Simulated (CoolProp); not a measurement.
Vapour-liquid equilibrium of R227EA (1) + isobutane (2) at 0.489 MPa; x and y are mole fractions of (1).

Model: multi-fluid Helmholtz-energy mixture model, Lemmon 2016 and Bücker 2006; pair parameters Bell 2016, in CoolProp.

```
x     bubble temperature (K)  y at the bubble point  dew temperature at overall composition x (K)  liquid density (mol/L)
----  ----------------------  ---------------------  --------------------------------------------  ----------------------
0.05                   304.6                  0.162                                         308.4                   9.203
0.15                   298.5                  0.339                                         305.0                   9.102
0.25                   295.6                  0.428                                         301.5                   8.955
0.35                   294.3                  0.483                                         298.1                   8.803
0.45                   293.6                  0.525                                         295.0                   8.662
0.55                   293.3                  0.565                                         293.3                   8.541
0.65                   293.4                  0.611                                         293.7                   8.439
0.75                   294.0                  0.672                                         295.3                   8.350
0.85                   295.5                  0.762                                         297.3                   8.263
0.95                   298.4                  0.901                                         299.4                   8.163
```

y crosses x between x = 0.55 and 0.65: the model has an azeotrope there.

The pair parameters rest on a limited set of measurements; away from them the model extrapolates.
